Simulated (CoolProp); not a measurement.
Acetone along the isotherm 550 K: fugacity coefficient from the reference equation and from simpler models built on Tc = 508.1 K, pc = 4.692 MPa, ω = 0.307; each cubic takes its own stable root.

The numbers come from the reference Helmholtz-energy equation of state, Lemmon 2006 in CoolProp. It is a short technical equation, of lower accuracy than the large ones.

```json
[
 {"p (MPa)": "0.782", "phase": "gas", "reference": "0.9510", "van der Waals": "0.9594", "Redlich-Kwong": "0.9554", "Peng-Robinson": "0.9520"},
 {"p (MPa)": "1.56", "phase": "gas", "reference": "0.9038", "van der Waals": "0.9193", "Redlich-Kwong": "0.9118", "Peng-Robinson": "0.9057"},
 {"p (MPa)": "2.35", "phase": "gas", "reference": "0.8574", "van der Waals": "0.8788", "Redlich-Kwong": "0.8684", "Peng-Robinson": "0.8602"},
 {"p (MPa)": "3.13", "phase": "gas", "reference": "0.8130", "van der Waals": "0.8387", "Redlich-Kwong": "0.8263", "Peng-Robinson": "0.8166"},
 {"p (MPa)": "3.91", "phase": "gas", "reference": "0.7699", "van der Waals": "0.7985", "Redlich-Kwong": "0.7847", "Peng-Robinson": "0.7742"},
 {"p (MPa)": "4.69", "phase": "gas", "reference": "0.7280", "van der Waals": "0.7576", "Redlich-Kwong": "0.7434", "Peng-Robinson": "0.7330"},
 {"p (MPa)": "5.47", "phase": "supercritical", "reference": "0.6870", "van der Waals": "0.7155", "Redlich-Kwong": "0.7023", "Peng-Robinson": "0.6929"},
 {"p (MPa)": "6.26", "phase": "supercritical", "reference": "0.6464", "van der Waals": "0.6704", "Redlich-Kwong": "0.6606", "Peng-Robinson": "0.6535"},
 {"p (MPa)": "7.04", "phase": "supercritical", "reference": "0.6071", "van der Waals": "0.6270", "Redlich-Kwong": "0.6203", "Peng-Robinson": "0.6162"},
 {"p (MPa)": "7.82", "phase": "supercritical", "reference": "0.5692", "van der Waals": "0.5896", "Redlich-Kwong": "0.5834", "Peng-Robinson": "0.5815"},
 {"p (MPa)": "8.6", "phase": "supercritical", "reference": "0.5344", "van der Waals": "0.5582", "Redlich-Kwong": "0.5512", "Peng-Robinson": "0.5504"},
 {"p (MPa)": "9.38", "phase": "supercritical", "reference": "0.5040", "van der Waals": "0.5318", "Redlich-Kwong": "0.5235", "Peng-Robinson": "0.5230"},
 {"p (MPa)": "10.2", "phase": "supercritical", "reference": "0.4763", "van der Waals": "0.5084", "Redlich-Kwong": "0.4985", "Peng-Robinson": "0.4980"},
 {"p (MPa)": "10.9", "phase": "supercritical", "reference": "0.4558", "van der Waals": "0.4913", "Redlich-Kwong": "0.4800", "Peng-Robinson": "0.4792"},
 {"p (MPa)": "11.7", "phase": "supercritical", "reference": "0.4351", "van der Waals": "0.4744", "Redlich-Kwong": "0.4614", "Peng-Robinson": "0.4603"}
]
```
